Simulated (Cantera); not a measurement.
Input: 1 mol H2S, 0.22 mol H2, held at 82.0 bar.

Equilibrium computed with Cantera from the NASA thermochemical tables; the gas is ideal and each condensed phase is pure. Candidate condensed phases: S; 7 gas species. The ideal-gas law is rough above about 30 bar. Gases not in the tables: S3 to S7. Rates play no part.

x: gas mole fraction; nothing condenses.

```json
[
 {"T (K)": "600", "x H2S": "0.820", "x H2": "0.180", "x S2": "8.95e-12", "x SH": "2.57e-12", "x H": "<1e-12", "x S": "<1e-12"},
 {"T (K)": "700", "x H2S": "0.820", "x H2": "0.180", "x S2": "…", "x SH": "…", "x H": "<1e-12", "x S": "<1e-12"},
 {"T (K)": "800", "x H2S": "0.820", "x H2": "0.180", "x S2": "6.29e-8", "x SH": "9.23e-9", "x H": "<1e-12", "x S": "<1e-12"},
 {"T (K)": "900", "x H2S": "0.820", "x H2": "0.180", "x S2": "1.24e-6", "x SH": "1.43e-7", "x H": "5.48e-12", "x S": "<1e-12"},
 {"T (K)": "1000", "x H2S": "0.820", "x H2": "0.180", "x S2": "…", "x SH": "…", "x H": "…", "x S": "…"},
 {"T (K)": "1100", "x H2S": "0.819", "x H2": "0.181", "x S2": "9.75e-5", "x SH": "7.77e-6", "x H": "1.21e-9", "x S": "8.01e-11"},
 {"T (K)": "1200", "x H2S": "0.818", "x H2": "0.181", "x S2": "0.000500", "x SH": "3.47e-5", "x H": "9.28e-9", "x S": "1.30e-9"},
 {"T (K)": "1300", "x H2S": "0.814", "x H2": "0.184", "x S2": "0.00194", "x SH": "0.000122", "x H": "5.24e-8", "x S": "1.36e-8"},
 {"T (K)": "1400", "x H2S": "0.803", "x H2": "0.191", "x S2": "0.00578", "x SH": "0.000352", "x H": "2.35e-7", "x S": "9.86e-8"},
 {"T (K)": "1500", "x H2S": "0.781", "x H2": "0.205", "x S2": "0.0134", "x SH": "0.000849", "x H": "8.80e-7", "x S": "5.20e-7"},
 {"T (K)": "1600", "x H2S": "0.747", "x H2": "0.226", "x S2": "0.0249", "x SH": "0.00177", "x H": "2.86e-6", "x S": "2.11e-6"}
]
```

What belongs in the gaps?


- 700, x S2: 1.39e-9
- 700, x SH: 2.75e-10
- 1000, x S2: 1.37e-5
- 1000, x SH: 1.29e-6
- 1000, x H: 1.06e-10
- 1000, x S: 2.82e-12
